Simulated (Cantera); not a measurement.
Input: 1 mol C₂H₂, 0.19 mol O₂, 7.8 mol H₂, equilibrated at 750 Torr.

Cantera equilibrium calculation (NASA polynomials, part measured and part estimated; ideal gas, pure solids and liquids). Candidate condensed phases: C, C₆H₆, C₇H₈, C₈H₁₈, H₂O; 110 gas species. Equilibrium is a limit: real reactors are often held back by kinetics, nucleation or transport. All values below are at 825 K.

Base state: H₂ 0.660, CH₄ 0.286, H₂O 0.0488, CO 0.00424, CO₂ 0.00112 (mole fractions); condensed: gas only.

Task: What changes in the equilibrium state with this change: C₂H₂ replaced by C₃H₆?

Result: 
| species | before | after |
|---|---|---|
| H₂ | 0.660 | 0.614 |
| CH₄ | 0.286 | 0.341 |
| H₂O | 0.0488 | 0.0395 |
| CO | 0.00424 | 0.00510 |
| CO₂ | 0.00112 | 0.00117 |
| C(graphite), mol | 0 | 0.192 |
